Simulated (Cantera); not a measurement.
Input (Python, Cantera) and output of one run.

```python
import numpy as np
import cantera as ct

gas_names = [...]  # 110 gases of nasa_gas.yaml made of C, H, O
cond_names = """
    C(gr) C6H6(L) C7H8(L) C8H18(L),n-octa H2O(s) H2O(L)
""".split()


# ... load() reads the species with a 1 bar reference pressure and builds the phases ...
atoms = {
    'CH3OH': {'C': 1, 'H': 4, 'O': 1},
    'CO2': {'C': 1, 'O': 2},
}
top_T = {'C(gr)': 4500}  # K; cautious upper limits of use, not melting points


# ... equilibrate(T, P, feed) seeds the gas with the atoms and calls Mixture.equilibrate('TP', solver="vcs", rtol=1e-11, max_steps=5000) ...
results = []
feed = {'CH3OH': 1, 'CO2': 0.072}  # mol
T = 1900  # K
P = 13332.2  # Pa
mix = equilibrate(T, P, feed)
results.append((T, P, feed, dict(zip(mix.species_names, mix.species_moles))))
x = sorted(zip(gas.X, gas.species_names), reverse=True)
print(f"T = {T:g} K  P = {P:g} Pa  gas = {mix.phase_moles(0):.4g} mol")
print("   x: " + "  ".join(f"{s} {v:.3e}" for v, s in x if v > 0.001))
print("   condensed (mol): " + ("  ".join(f"{mix.phase(i).name} {mix.phase_moles(i):.4g}"
      for i in range(1, mix.n_phases) if mix.phase_moles(i) > 1e-12) or "none"))
```

Result:

```
T = 1900 K  P = 13332.2 Pa  gas = 3.075 mol
   x: H2 6.289e-01  CO 3.460e-01  H2O 2.071e-02  CO2 2.706e-03  H 1.724e-03
   condensed (mol): none
```

These are equilibrium values from Cantera (NASA tables, ideal gas, pure condensed phases), not measurements of a reactor.
